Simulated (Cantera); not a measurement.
Charge: 1 mol Fe2O3, 0.35 mol C, 5.6 mol H2, at 1400 °C and 1.33 mbar.

These are equilibrium values from Cantera (NASA tables, ideal gas, pure condensed phases), not measurements of a reactor. Candidate condensed phases: C, C6H6, C7H8, C8H18, Fe, Fe(CO)5, FeO, Fe(OH)2, Fe(OH)3, Fe2O3, Fe3O4, H2O; 114 gas species. Mutual solubility and eutectic melting of coexisting phases are not modelled. The tables' stoichiometric FeO is somewhat more stable than real wüstite, so its field is too wide. FeO: taken at fixed stoichiometry. The numbers say what is thermodynamically allowed, not how fast it happens.

Base state: H2 0.635, H2O 0.300, CO 0.0512, CO2 0.00732, Fe 0.00302, H 0.00249, OH 5.66e-5, Fe(OH)2 2.00e-5 (mole fractions); condensed: Fe(δ) + FeO(l).

Q: What changes in the equilibrium state with this change: temperature from 1400 °C to 650 °C?

A: 
```csv
species,before,after
H2,0.635,0.822
H2O,0.300,0.119
CO,0.0512,0.0454
CO2,0.00732,0.0134
Fe,0.00302,<1e-9
H,0.00249,6.10e-9
OH,5.66e-5,<1e-9
Fe(OH)2,2.00e-5,<1e-9
FeO,1.11e-5,<1e-9
"Fe(δ), mol",1.17,0
"FeO(l), mol",0.811,0
"Fe(α), mol",0,0.139
"FeO(s), mol",0,1.86
```

Q: What changes in the equilibrium state with this change: Fe2O3 replaced by Fe3O4?

A: 
```
species       before    after
-----------  -------  -------
H2             0.635    0.635
H2O            0.300    0.300
CO            0.0512   0.0512
OH           5.66e-5  5.66e-5
Fe           0.00302  0.00302
H            0.00249  0.00249
FeO          1.11e-5  1.11e-5
Fe(OH)2      2.00e-5  2.00e-5
CO2          0.00732  0.00732
Fe(δ), mol      1.17     1.17
FeO(l), mol    0.811     1.81
```

Q: What changes in the equilibrium state with this change: 0.044 mol NH3 added?

A: 
```
species       before    after
-----------  -------  -------
H2             0.635    0.634
H2O            0.300    0.299
CO            0.0512   0.0505
N2                 0  0.00363
Fe           0.00302  0.00302
CO2          0.00732  0.00722
Fe(OH)2      2.00e-5  2.00e-5
H            0.00249  0.00249
OH           5.66e-5  5.66e-5
Fe(δ), mol      1.17     1.19
FeO(l), mol    0.811    0.790
```
